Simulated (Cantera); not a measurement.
Cantera run, input and output.

```python
import numpy as np
import cantera as ct

gas = ct.Solution("h2o2.yaml")
gas.TPX = 325, 101325, {'H2': 1, 'O2': 0.538, 'N2': 2.02}
flame = ct.FreeFlame(gas, width=0.04)
flame.set_refine_criteria(ratio=3, slope=0.08, curve=0.16)
flame.transport_model = "mixture-averaged"
flame.solve(loglevel=0, auto=True)
z, T = flame.grid, flame.T
thick = (T[-1] - T[0]) / np.gradient(T, z).max()
show = ['H2', 'O2', 'HO2', 'H2O2', 'H2O', 'OH']
print(f"laminar burning velocity  {flame.velocity[0] * 100:.3f} cm/s")
print(f"burnt temperature         {T[-1]:.1f} K")
print(f"thermal thickness         {thick * 1e3:.4f} mm")
print(f"grid points               {len(z)}")
z0 = z[flame.heat_release_rate.argmax()]
print(f"{'z/mm':>9s}{'T/K':>9s}{'u/(m/s)':>9s}" + "".join(f"{s:>11s}" for s in show))
rows = []
for k in (-3, -2, -1.5, -1, -0.5, -0.25, 0, 0.25, 0.5, 1, 2, 4, 8):
    zz = z0 + k * thick
    rows.append([k * thick, np.interp(zz, z, T), np.interp(zz, z, flame.velocity),
                 *(np.interp(zz, z, flame.X[gas.species_index(s)]) for s in show)])
    print(f"{rows[-1][0] * 1e3:9.3f}{rows[-1][1]:9.1f}{rows[-1][2]:9.3f}" + "".join(f"{x:11.3e}" for x in rows[-1][3:]))
```

Result:

```
laminar burning velocity  241.854 cm/s
burnt temperature         2330.4 K
thermal thickness         0.3465 mm
grid points               110
     z/mm      T/K  u/(m/s)         H2         O2        HO2       H2O2        H2O         OH
   -1.039    325.0    2.419  2.811e-01  1.512e-01  8.379e-13  1.041e-13  1.316e-11  6.656e-16
   -0.693    325.0    2.419  2.810e-01  1.512e-01  8.003e-11  1.020e-11  1.100e-09  6.271e-14
   -0.520    325.0    2.418  2.810e-01  1.512e-01  3.176e-09  4.130e-10  3.722e-08  9.408e-12
   -0.346    325.2    2.418  2.805e-01  1.513e-01  1.041e-07  1.399e-08  1.067e-06  1.418e-09
   -0.173    342.0    2.513  2.708e-01  1.532e-01  5.032e-05  7.498e-06  3.998e-04  4.535e-06
   -0.087    603.1    4.270  2.294e-01  1.505e-01  4.038e-04  1.090e-04  2.013e-02  9.521e-04
    0.000   1080.9    7.401  1.490e-01  1.204e-01  1.346e-04  2.017e-05  9.448e-02  2.056e-03
    0.087   1416.4    9.587  7.332e-02  6.946e-02  6.184e-05  4.708e-06  1.863e-01  6.491e-03
    0.173   1596.6   10.752  4.256e-02  4.310e-02  3.368e-05  2.686e-06  2.302e-01  1.046e-02
    0.346   1771.3   11.831  3.327e-02  3.252e-02  2.051e-05  1.321e-06  2.502e-01  1.355e-02
    0.693   1936.5   12.806  2.931e-02  2.791e-02  1.335e-05  6.685e-07  2.636e-01  1.478e-02
    1.386   2078.9   13.613  2.368e-02  2.393e-02  8.335e-06  4.035e-07  2.775e-01  1.438e-02
    2.772   2191.8   14.234  1.731e-02  2.058e-02  5.098e-06  2.801e-07  2.905e-01  1.272e-02
```

Cantera simulation using the H2/O2 subset of GRI-Mech 3.0, which has no nitrogen chemistry; the numbers are that mechanism's predictions, not measurements. Burning velocities carry a grid error of a few per cent, more on coarse grids.
